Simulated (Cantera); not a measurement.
A freely propagating, adiabatic, planar premixed flame of 5.64 % C₂H₆, 19.7 % O₂, 74.4 % N₂, 0.214 % H₂O, unburnt at 300 K and 1.10 bar; mixture-averaged transport, grid criteria slope 0.08 and curve 0.16, no radiation.

Detailed kinetics in Cantera: GRI-Mech 3.0 (53 species, 325 reactions). Burning velocities carry a grid error of a few per cent, more on coarse grids.

Q: Predict: laminar burning velocity; thermal thickness; peak x(C₂H₂); peak x(CH₂).

A: laminar burning velocity: 41.3 cm/s
thermal thickness: 0.354 mm
peak x(C₂H₂): 0.000823
peak x(CH₂): 5.03e-5
